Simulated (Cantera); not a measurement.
A counterflow diffusion flame at 1.00 bar, nozzles 20 mm apart: fuel side 58.8 % C3H8, 41.2 % N2 at 575 K, oxidiser side 22.0 % O2, 78.0 % N2 at 423 K, fuel mass flux 0.82 times the oxidiser's; mixture-averaged transport, no radiation.

Computed with Cantera and GRI-Mech 3.0 (53 species, 325 reactions). GRI-Mech 3.0 was tuned for natural gas; its chemistry of propane as a main component is partial and can be far from experiment. GRI-Mech 3.0 has no aromatics or soot, which form on the fuel side of real flames. The maximum strain rate includes the flame's own expansion and is several times the mean.

x: mole fraction; the columns are a selection and need not sum to one.

```json
[
 {"oxidiser flux (kg/m²/s)": "0.25", "max strain (1/s)": "166", "mean strain (1/s)": "28.3", "T max (K)": "2087", "peak x OH": "0.00733", "peak x H": "0.00395", "peak x NO": "0.000293", "peak x CO": "0.0657", "peak x C2H2": "0.0394"},
 {"oxidiser flux (kg/m²/s)": "0.34", "max strain (1/s)": "218", "mean strain (1/s)": "38.5", "T max (K)": "2069", "peak x OH": "0.00733", "peak x H": "0.00420", "peak x NO": "0.000277", "peak x CO": "0.0654", "peak x C2H2": "0.0378"},
 {"oxidiser flux (kg/m²/s)": "0.46", "max strain (1/s)": "(withheld)", "mean strain (1/s)": "52.1", "T max (K)": "2051", "peak x OH": "0.00731", "peak x H": "0.00444", "peak x NO": "0.000260", "peak x CO": "0.0652", "peak x C2H2": "0.0361"},
 {"oxidiser flux (kg/m²/s)": "0.63", "max strain (1/s)": "381", "mean strain (1/s)": "71.3", "T max (K)": "2033", "peak x OH": "0.00726", "peak x H": "0.00470", "peak x NO": "0.000241", "peak x CO": "0.0650", "peak x C2H2": "0.0345"},
 {"oxidiser flux (kg/m²/s)": "0.86", "max strain (1/s)": "506", "mean strain (1/s)": "97.3", "T max (K)": "2015", "peak x OH": "0.00720", "peak x H": "0.00495", "peak x NO": "0.000221", "peak x CO": "0.0650", "peak x C2H2": "0.0328"},
 {"oxidiser flux (kg/m²/s)": "1.2", "max strain (1/s)": "686", "mean strain (1/s)": "136", "T max (K)": "1995", "peak x OH": "0.00707", "peak x H": "0.00519", "peak x NO": "0.000195", "peak x CO": "0.0651", "peak x C2H2": "0.0308"},
 {"oxidiser flux (kg/m²/s)": "1.6", "max strain (1/s)": "(withheld)", "mean strain (1/s)": "181", "T max (K)": "1974", "peak x OH": "0.00688", "peak x H": "0.00535", "peak x NO": "(withheld)", "peak x CO": "0.0653", "peak x C2H2": "0.0289"}
]
```

**Question.** Some entries are withheld; supply them.

**Answer.** 
- 0.46, max strain (1/s): 287
- 1.6, max strain (1/s): 890
- 1.6, peak x NO: 0.000171
